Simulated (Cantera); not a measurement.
Feed: 1 mol Si(CH3)4, 0.025 mol C2H4, 13 mol H2, 0.76 mol CH4, held at 1523 K and 2.30 mbar.

Method: chemical equilibrium by Gibbs-energy minimisation in Cantera with the NASA 1993 tables (ideal gas, pure condensed phases). Candidate condensed phases: C, C6H6, C7H8, C8H18, Si, SiC; 87 gas species. Kinetics and transport are ignored.

Base state: H2 1.000, H 0.000482, C2H2 (acetylene) 1.18e-5 (mole fractions); condensed: C(graphite) + SiC(s).

Problem. What changes in the equilibrium state with this change: temperature from 1523 K to 2100 K?

Solution. 
```
species             before     after
----------------  --------  --------
H2                   1.000     0.931
H                 0.000482    0.0627
Si                 6.24e-8   0.00452
SiC2                 <1e-9  0.000291
Si2C                 <1e-9  0.000185
SiH                8.75e-9  0.000114
C(graphite), mol      3.81      3.85
SiC(s), mol          1.000     0.886
```
Gases not in the tables: Si2H6 and higher silanes.

Problem. What changes in the equilibrium state with this change: Si(CH3)4 replaced by SiHCl3?

Solution. 
```tsv
species	before	after
H2	1.000	0.830
HCl	0	0.158
SiCl2	0	0.0112
SiCl3	0	0.000201
Cl	0	6.70e-5
SiCl4	0	1.07e-5
C2H2 (acetylene)	1.18e-5	4.73e-8
C(graphite), mol	3.81	0
SiC(s), mol	1.000	0.810
```
The tables' values for SiCl3 are old estimates; treat these amounts as uncertain.

Problem. What changes in the equilibrium state with this change: temperature from 1523 K to 2325 K?

Solution. 
```tsv
species	before	after
H2	1.000	0.756
H	0.000482	0.199
Si	6.24e-8	0.0336
SiC2	<1e-9	0.00505
Si2C	<1e-9	0.00128
C(graphite), mol	3.81	4.36
SiC(s), mol	1.000	0
```
Gases not in the tables: Si2H6 and higher silanes.
